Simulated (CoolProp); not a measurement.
Properties of n-dodecane along the isotherm 69.75 °C.

Computed with CoolProp (reference Helmholtz-energy equation of state, Lemmon 2004). It is a short technical equation, of lower accuracy than the large ones.

```tsv
p (kPa)	phase	Z	viscosity (µPa s)	Prandtl number
28.7	liquid	0.002406	708	13.4
51.1	liquid	0.004284	708	13.4
90.9	liquid	0.007621	708	13.4
162	liquid	0.01358	709	13.4
287	liquid	0.02405	710	13.4
511	liquid	0.04282	712	13.5
909	liquid	0.07612	716	13.5
1620	liquid	0.1355	722	13.6
2870	liquid	0.2397	734	13.8
5110	liquid	0.4256	754	14.0
9090	liquid	0.7534	791	14.5
```

Viscosity comes from a separate model (Huber 2004). Thermal conductivity comes from a separate model (Huber 2004).
